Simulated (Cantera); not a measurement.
An adiabatic, constant-pressure homogeneous reactor starts with CH4 : O2 : N2 : H2O = 1 : 4.26 : 19.1 : 4.9 (molar parts), equivalence ratio 0.47, at 1323 K and 12.0 bar. Integrator tolerance rtol = 1e-08.

Cantera simulation using GRI-Mech 3.0 (53 species, 325 reactions); the numbers are that mechanism's predictions, not measurements. The pressure lies above the range GRI-Mech 3.0 was tuned for (to about 10 atm).

### Question
What does this change do: initial temperature 1323 to 1375 K?

### Answer
| quantity | before | after |
|---|---|---|
| time of steepest temperature rise | 0.993 ms | 0.586 ms |
| temperature at 9.00 s | 2004 K | 2050 K |
| equilibrium temperature | 2004 K | 2050 K |
| x(CH4) at 9.00 s | <1e-12 (gas-phase equilibrium <1e-12) | <1e-12 (gas-phase equilibrium <1e-12) |
| x(O2) at 9.00 s | 0.0748 (gas-phase equilibrium 0.0748) | 0.0744 (gas-phase equilibrium 0.0744) |
| x(H2O) at 9.00 s | 0.235 (gas-phase equilibrium 0.235) | 0.235 (gas-phase equilibrium 0.235) |
| x(CH2O) at 9.00 s | <1e-12 (gas-phase equilibrium <1e-12) | <1e-12 (gas-phase equilibrium <1e-12) |
| x(C2H6) at 9.00 s | <1e-12 (gas-phase equilibrium <1e-12) | <1e-12 (gas-phase equilibrium <1e-12) |
| x(CO2) at 9.00 s | 0.0341 (gas-phase equilibrium 0.0341) | 0.0341 (gas-phase equilibrium 0.0341) |

### Question
What does this change do: N2 19.1 to 14 parts?

### Answer
| quantity | before | after |
|---|---|---|
| time of steepest temperature rise | 0.993 ms | 0.801 ms |
| temperature at 9.00 s | 2004 K | 2118 K |
| equilibrium temperature | 2004 K | 2118 K |
| x(CH4) at 9.00 s | <1e-12 (gas-phase equilibrium <1e-12) | <1e-12 (gas-phase equilibrium <1e-12) |
| x(O2) at 9.00 s | 0.0748 (gas-phase equilibrium 0.0748) | 0.0900 (gas-phase equilibrium 0.0900) |
| x(H2O) at 9.00 s | 0.235 (gas-phase equilibrium 0.235) | 0.284 (gas-phase equilibrium 0.284) |
| x(CH2O) at 9.00 s | <1e-12 (gas-phase equilibrium <1e-12) | <1e-12 (gas-phase equilibrium <1e-12) |
| x(C2H6) at 9.00 s | <1e-12 (gas-phase equilibrium <1e-12) | <1e-12 (gas-phase equilibrium <1e-12) |
| x(CO2) at 9.00 s | 0.0341 (gas-phase equilibrium 0.0341) | 0.0412 (gas-phase equilibrium 0.0412) |
